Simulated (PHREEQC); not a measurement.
## Reverse-osmosis permeate: an equilibrium model

Synthetic water in mg/kgw, 75 °C, pH 6.29, pe 11.7: Na 4.16; K 0.306; Ca 2.49; Mg 6.46; Cl 5.65; S(6) as SO4 20; Alkalinity as HCO3 16.6; F 0.271.

Valence states are taken as typed.

Model: ion-association model, phreeqc.dat, run in PHREEQC.

* **ionic strength**: 0.00129 mol/kgw
* **activity of water**: 0.981
* **specific conductance**: 217 µS/cm
* **charge-balance error**: -1.1 %

| species | molality | activity | log γ |
|---|---|---|---|
| O2 | 1.13 | 1.13 | 0.000 |
| CO2 | 0.000284 | 0.000284 | 0.000 |
| HCO3- | 0.000271 | 0.000259 | -0.019 |
| Mg+2 | 0.000242 | 0.000203 | -0.076 |
| SO4-2 | 0.000184 | 0.000154 | -0.077 |
| Na+ | 0.000181 | 0.000173 | -0.019 |
| Cl- | 0.000159 | 0.000152 | -0.019 |

Precipitation was switched off in this run. Constants without temperature data keep their 25 °C values here.
